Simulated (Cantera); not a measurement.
## N2O furnace oxynitridation

An isothermal, constant-pressure homogeneous reactor starts with 44.7 % N2O, 1.61 % H2, 53.7 % N2, at 1375 K and 20.3 Torr.

Computed with Cantera and GRI-Mech 3.0 (53 species, 325 reactions). GRI-Mech 3.0 was tuned for natural gas; its chemistry of N2O as a main component is partial and can be far from experiment. Radical loss at walls, strong at low pressure, is not modelled. The mechanism lacks the step 2 NO + O2 → 2 NO2, which can matter for NO2 below about 1400 K. The temperature is held fixed by assumption; the heat of reaction is taken as removed at once.

```json
[
 {"t (s)": "4.00e-6", "x N2O": "0.447", "x H2": "0.0161", "x H2O": "4.22e-11", "x NO": "6.96e-10", "x HO2": "<1e-12", "x N2": "0.537"},
 {"t (s)": "1.13e-5", "x N2O": "0.447", "x H2": "0.0161", "x H2O": "9.65e-10", "x NO": "5.49e-9", "x HO2": "7.14e-12", "x N2": "0.537"},
 {"t (s)": "3.17e-5", "x N2O": "0.447", "x H2": "0.0161", "x H2O": "2.25e-8", "x NO": "4.27e-8", "x HO2": "1.66e-10", "x N2": "0.537"},
 {"t (s)": "8.94e-5", "x N2O": "0.447", "x H2": "0.0161", "x H2O": "5.03e-7", "x NO": "3.16e-7", "x HO2": "3.72e-9", "x N2": "0.537"},
 {"t (s)": "0.000252", "x N2O": "0.447", "x H2": "0.0161", "x H2O": "9.22e-6", "x NO": "2.09e-6", "x HO2": "6.76e-8", "x N2": "0.537"},
 {"t (s)": "0.000710", "x N2O": "0.447", "x H2": "0.0160", "x H2O": "0.000116", "x NO": "1.21e-5", "x HO2": "7.97e-7", "x N2": "0.537"},
 {"t (s)": "0.00200", "x N2O": "0.446", "x H2": "0.0151", "x H2O": "0.000943", "x NO": "6.35e-5", "x HO2": "4.24e-6", "x N2": "0.538"},
 {"t (s)": "0.00563", "x N2O": "0.441", "x H2": "0.0111", "x H2O": "0.00485", "x NO": "0.000252", "x HO2": "6.83e-6", "x N2": "0.542"},
 {"t (s)": "0.0159", "x N2O": "0.432", "x H2": "0.00366", "x H2O": "0.0123", "x NO": "0.000623", "x HO2": "7.85e-6", "x N2": "0.550"},
 {"t (s)": "0.0447", "x N2O": "0.424", "x H2": "0.000384", "x H2O": "0.0156", "x NO": "0.00128", "x HO2": "5.47e-6", "x N2": "0.556"},
 {"t (s)": "0.126", "x N2O": "0.410", "x H2": "4.82e-6", "x H2O": "0.0159", "x NO": "0.00299", "x HO2": "3.21e-6", "x N2": "0.564"},
 {"t (s)": "0.355", "x N2O": "0.375", "x H2": "3.57e-7", "x H2O": "0.0157", "x NO": "0.00756", "x HO2": "1.68e-6", "x N2": "0.582"},
 {"t (s)": "1.00", "x N2O": "0.295", "x H2": "3.52e-7", "x H2O": "0.0152", "x NO": "0.0182", "x HO2": "6.56e-7", "x N2": "0.625"}
]
```
x: mole fraction; the columns are a selection and need not sum to one.

Equilibrium at this temperature and pressure: N2O 6.27e-9, H2 5.89e-8, H2O 0.0132, NO 0.000587, HO2 9.52e-9, N2 0.809 (gas phase only).
